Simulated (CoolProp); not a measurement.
Vapour-liquid equilibrium of o-xylene (1) + n-nonane (2) at 0.0266 MPa; x and y are mole fractions of (1).

Model: multi-fluid Helmholtz-energy mixture model, Zhou 2012 and Lemmon 2006; pair parameters Bell 2016, in CoolProp.

| x | bubble temperature (K) | y at the bubble point | dew temperature at overall composition x (K) | liquid density (mol/L) |
|---|---|---|---|---|
| 0.05 | 379.1 | 0.072 | 379.3 | 5.146 |
| 0.2 | 377.2 | 0.262 | 377.8 | 5.446 |
| 0.35 | 375.8 | 0.422 | 376.4 | 5.773 |
| 0.5 | 374.6 | 0.561 | 375.1 | 6.133 |
| 0.65 | 373.9 | 0.687 | 374.1 | 6.529 |
| 0.8 | 373.4 | 0.813 | 373.4 | 6.970 |
| 0.95 | 373.2 | 0.949 | 373.2 | 7.461 |

y crosses x between x = 0.8 and 0.95: the model has an azeotrope there.

Pair parameters are fitted to limited data, so mixtures are less certain than the pure fluids.
